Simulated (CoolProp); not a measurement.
Acetone at several states: fugacity coefficient from the reference equation and from simpler models built on Tc = 235.0 °C, pc = 46.92 bar, ω = 0.307; each cubic takes its own stable root.

Model: reference Helmholtz-energy equation of state, Lemmon 2006, in CoolProp. It is a short technical equation, of lower accuracy than the large ones.

```csv
T (°C),p (bar),phase,reference,van der Waals,Redlich-Kwong,Soave-Redlich-Kwong,Peng-Robinson
-87.95,2.31,liquid,2.537e-5,0.04710,0.0001608,2.048e-5,2.681e-5
64.45,13.7,liquid,0.09529,0.4786,0.1863,0.09738,0.09718
81.55,0.21,gas,0.9928,0.9969,0.9959,0.9953,0.9951
254.65,0.255,gas,0.9981,0.9985,0.9983,0.9984,0.9982
-69.85,180,liquid,5.429e-6,0.005241,3.691e-5,5.635e-6,6.251e-6
```
